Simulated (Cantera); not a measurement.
Input: 1 mol SiCl₄, 0.018 mol CH₄, 150 mol H₂, equilibrated at 120 Pa.

Cantera equilibrium calculation (NASA polynomials, part measured and part estimated; ideal gas, pure solids and liquids). Candidate condensed phases: C, C₆H₆, C₇H₈, C₈H₁₈, Si, SiC; 109 gas species. Mutual solubility and eutectic melting of coexisting phases are not modelled. Gases not in the tables: Si₂H₆ and higher silanes. Kinetics and transport are ignored.

Problem. Which condensed phases are stable at each of these points (T (K)): 1423, 1498, 1573, 1648, 1723, 1798, 1873, 1948, 2023, 2098, 2173?

Solution. 
| T (K) | condensed phases | Si condensed (%) |
|---|---|---|
| 1423 | Si(s) + SiC(s) | 75.0 |
| 1498 | Si(s) + SiC(s) | 73.6 |
| 1573 | Si(s) + SiC(s) | 71.7 |
| 1648 | Si(s) + SiC(s) | 67.6 |
| 1723 | Si(l) + SiC(s) | 57.5 |
| 1798 | Si(l) + SiC(s) | 29.5 |
| 1873 | SiC(s) | 0.6 |
| 1948 | gas only | 0.0 |
| 2023 | gas only | 0.0 |
| 2098 | gas only | 0.0 |
| 2173 | gas only | 0.0 |

From 1423 K to 1648 K the condensed part is Si(s) + SiC(s). From 1723 K to 1798 K the condensed part is Si(l) + SiC(s). At 1873 K the condensed part is SiC(s). From 1948 K to 2173 K nothing is condensed.
